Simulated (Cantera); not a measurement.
An adiabatic, constant-pressure homogeneous reactor starts with CH3OH : O2 : N2 = 1 : 2.17 : 8.17 (molar parts), at 1250 K and 0.286 atm.

Model: GRI-Mech 3.0 (53 species, 325 reactions), integrated in Cantera. GRI-Mech 3.0 was tuned for natural gas; its chemistry of methanol as a main component is partial and can be far from experiment.

Problem. Predict: time of steepest temperature rise; temperature at 1.00 s; equilibrium temperature; x(O2) at 1.00 s; x(NO) at 1.00 s; x(H) at 1.00 s; x(CO) at 1.00 s.

Solution. 
- time of steepest temperature rise = 15.0 ms
- temperature at 1.00 s = 2421 K
- equilibrium temperature = 2421 K
- x(O2) at 1.00 s = 0.0551 (gas-phase equilibrium 0.0551)
- x(NO) at 1.00 s = 0.00947 (gas-phase equilibrium 0.00947)
- x(H) at 1.00 s = 0.00229 (gas-phase equilibrium 0.00229)
- x(CO) at 1.00 s = 0.0133 (gas-phase equilibrium 0.0133)
